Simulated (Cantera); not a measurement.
Charge: 1 mol HgO, 0.76 mol H2, equilibrated at 1350 K and 5.33 Torr.

Cantera equilibrium calculation (NASA polynomials, part measured and part estimated; ideal gas, pure solids and liquids). Candidate condensed phases: H2O, Hg, HgO; 10 gas species. The numbers say what is thermodynamically allowed, not how fast it happens.

Base state: Hg 0.532, H2O 0.404, O2 0.0638, OH 9.43e-5 (mole fractions); condensed: gas only.

### Question
What changes in the equilibrium state with this change: H2 from 0.76 to 0.11 mol?

### Answer
```
species   before    after
-------  -------  -------
Hg         0.532    0.643
O2        0.0638    0.286
H2O        0.404   0.0707
OH       9.43e-5  5.74e-5
```
